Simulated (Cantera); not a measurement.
A freely propagating, adiabatic, planar premixed flame of H2 : O2 : N2 = 1 : 0.893 : 3.36 (molar parts), equivalence ratio 0.56, unburnt at 650 K and 0.385 atm; mixture-averaged transport, grid criteria slope 0.08 and curve 0.16, no radiation.

Cantera simulation using the H2/O2 subset of GRI-Mech 3.0, which has no nitrogen chemistry; the numbers are that mechanism's predictions, not measurements. Burning velocities carry a grid error of a few per cent, more on coarse grids. Lean hydrogen flames are cellular in practice and burn faster than this planar one.

x: mole fraction of selected species; z is measured from the peak of heat release.

```json
[
 {"z (mm)": "-4.61", "T (K)": "650", "u (m/s)": "5.15", "x H2": "0.190", "x O2": "0.170", "x H": "<1e-8", "x H2O": "<1e-8", "x H2O2": "<1e-8", "x HO2": "<1e-8"},
 {"z (mm)": "-3.07", "T (K)": "650", "u (m/s)": "5.15", "x H2": "0.190", "x O2": "0.170", "x H": "<1e-8", "x H2O": "<1e-8", "x H2O2": "<1e-8", "x HO2": "<1e-8"},
 {"z (mm)": "-2.31", "T (K)": "650", "u (m/s)": "5.15", "x H2": "0.190", "x O2": "0.170", "x H": "<1e-8", "x H2O": "<1e-8", "x H2O2": "<1e-8", "x HO2": "1.61e-8"},
 {"z (mm)": "-1.54", "T (K)": "650", "u (m/s)": "5.15", "x H2": "0.190", "x O2": "0.170", "x H": "[?]", "x H2O": "[?]", "x H2O2": "<1e-8", "x HO2": "[?]"},
 {"z (mm)": "-0.769", "T (K)": "668", "u (m/s)": "5.27", "x H2": "0.185", "x O2": "0.170", "x H": "0.000313", "x H2O": "0.00132", "x H2O2": "2.48e-6", "x HO2": "0.000120"},
 {"z (mm)": "-0.384", "T (K)": "812", "u (m/s)": "6.29", "x H2": "0.158", "x O2": "0.166", "x H": "0.00486", "x H2O": "0.0161", "x H2O2": "3.78e-6", "x HO2": "8.53e-5"},
 {"z (mm)": "0", "T (K)": "1132", "u (m/s)": "8.55", "x H2": "0.0800", "x O2": "0.136", "x H": "0.0235", "x H2O": "0.0822", "x H2O2": "3.11e-6", "x HO2": "4.70e-5"},
 {"z (mm)": "0.384", "T (K)": "1386", "u (m/s)": "10.4", "x H2": "0.0251", "x O2": "0.0966", "x H": "0.0312", "x H2O": "0.148", "x H2O2": "2.60e-6", "x HO2": "2.81e-5"},
 {"z (mm)": "0.769", "T (K)": "1516", "u (m/s)": "11.3", "x H2": "0.0152", "x O2": "0.0866", "x H": "0.0259", "x H2O": "0.166", "x H2O2": "1.56e-6", "x HO2": "2.11e-5"},
 {"z (mm)": "1.54", "T (K)": "1651", "u (m/s)": "12.2", "x H2": "0.0125", "x O2": "0.0834", "x H": "0.0173", "x H2O": "0.175", "x H2O2": "8.09e-7", "x HO2": "1.58e-5"},
 {"z (mm)": "3.07", "T (K)": "1779", "u (m/s)": "13.0", "x H2": "0.00961", "x O2": "0.0818", "x H": "0.00978", "x H2O": "0.184", "x H2O2": "4.24e-7", "x HO2": "1.12e-5"},
 {"z (mm)": "6.15", "T (K)": "1885", "u (m/s)": "13.7", "x H2": "[?]", "x O2": "0.0811", "x H": "[?]", "x H2O": "0.192", "x H2O2": "[?]", "x HO2": "[?]"},
 {"z (mm)": "12.3", "T (K)": "1961", "u (m/s)": "14.2", "x H2": "0.00339", "x O2": "0.0813", "x H": "0.00162", "x H2O": "0.199", "x H2O2": "1.48e-7", "x HO2": "4.11e-6"}
]
```

Question: Some entries are withheld; supply them.

Answer: 
- -1.54, x H: 4.23e-7
- -1.54, x H2O: 6.10e-7
- -1.54, x HO2: 2.31e-6
- 6.15, x H2: 0.00630
- 6.15, x H: 0.00452
- 6.15, x H2O2: 2.42e-7
- 6.15, x HO2: 7.17e-6
